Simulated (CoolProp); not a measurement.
Vapour-liquid equilibrium of methanol (1) + water (2) at 336.4 K; x and y are mole fractions of (1).

Model: multi-fluid Helmholtz-energy mixture model, de Reuck 1993 and Wagner 2002; pair parameters Bell 2016, in CoolProp.

```csv
x,"bubble pressure, mixture model (bar)","bubble pressure, Raoult's law (bar)","y, mixture model","y, Raoult's law"
0.05,0.2960,0.2681,0.247,0.180
0.15,0.4049,0.3415,0.499,0.424
0.25,0.4957,0.4149,0.630,0.582
0.35,0.5730,0.4882,0.712,0.692
0.45,0.6410,0.5616,0.772,0.773
0.55,0.7031,0.6350,0.821,0.836
0.65,0.7619,0.7083,0.863,0.886
0.75,0.8192,0.7817,0.902,0.926
0.85,0.8767,0.8550,0.941,0.959
0.95,0.9352,0.9284,0.980,0.988
```

The largest gap from Raoult's law is +19.5 % in bubble pressure, at x = 0.25. No azeotrope shows between x = 0.05 and 0.95.

Pair parameters are fitted to limited data, so mixtures are less certain than the pure fluids.
